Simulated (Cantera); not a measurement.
Cantera run:

```python
import numpy as np
import cantera as ct

gas_names = """
    CL CL2 H HCL H2 Si SiCL SiCL2 SiCL3 SiCL4 SiH SiHCL3 SiH2 SiH2CL2 SiH3 SiH3CL SiH4 Si2 Si3
""".split()
cond_names = """
    Si(cr) Si(L)
""".split()


# ... load() reads the species with a 1 bar reference pressure and builds the phases ...
atoms = {
    'Si': {'Si': 1},
    'HCl': {'H': 1, 'CL': 1},
    'H2': {'H': 2},
}
top_T = {}  # K; cautious upper limits of use, not melting points


# ... equilibrate(T, P, feed) seeds the gas with the atoms and calls Mixture.equilibrate('TP', solver="vcs", rtol=1e-11, max_steps=5000) ...
results = []
feed = {'Si': 1, 'HCl': 1.5, 'H2': 1.5}  # mol
P = 10000  # Pa
for T in [723, 773, 823, 873, 923, 973, 1023, 1073, 1123, 1173, 1223]:
    mix = equilibrate(T, P, feed)
    results.append((T, P, feed, dict(zip(mix.species_names, mix.species_moles))))

top = {s: max(r[3][s] / sum(r[3][g] for g in gas_names) for r in results) for s in gas_names}
cols = sorted((s for s in top if top[s] > 1e-05), key=lambda s: -top[s])[:7]
seen = [c for c in cond_names if any(r[3].get(c, 0) > 1e-12 for r in results)]
print("log10 of partial pressures in bar; condensed amounts in mol")
print(f"{'T/K':>10s}" + "".join(f"{s[:9]:>10s}" for s in cols + seen))
for T, P, feed, n in results:
    ng = sum(n[g] for g in gas_names)
    print(f"{T:10.4g}" + "".join(f"{np.log10(max(n[s] / ng * P / 1e5, 1e-99)):10.3f}" for s in cols)
          + "".join(f"{n.get(c, 0):10.4g}" for c in seen))
```

Output:

```
log10 of partial pressures in bar; condensed amounts in mol
       T/K        H2     SiCL4       HCL    SiHCL3     SiCL2     SiCL3   SiH2CL2    Si(cr)
       723    -1.073    -1.938    -4.110    -2.425    -7.254    -5.795    -4.071    0.5999
       773    -1.073    -1.937    -3.776    -2.435    -6.507    -5.302    -4.047     0.601
       823    -1.074    -1.937    -3.484    -2.445    -5.853    -4.871    -4.028    0.6024
       873    -1.075    -1.938    -3.227    -2.455    -5.276    -4.491    -4.013    0.6045
       923    -1.076    -1.941    -2.998    -2.467    -4.763    -4.155    -4.001    0.6073
       973    -1.078    -1.948    -2.796    -2.480    -4.307    -3.856    -3.995     0.611
      1023    -1.081    -1.958    -2.615    -2.498    -3.899    -3.591    -3.992    0.6154
      1073    -1.086    -1.976    -2.454    -2.520    -3.533    -3.357    -3.996    0.6201
      1123    -1.092    -2.003    -2.312    -2.549    -3.207    -3.152    -4.007    0.6244
      1173    -1.099    -2.044    -2.187    -2.589    -2.918    -2.978    -4.027    0.6268
      1223    -1.109    -2.105    -2.079    -2.644    -2.664    -2.835    -4.060    0.6256
```

Equilibrium computed with Cantera from the NASA thermochemical tables; the gas is ideal and each condensed phase is pure. The tables' values for SiCl3 are old estimates; treat these amounts as uncertain.
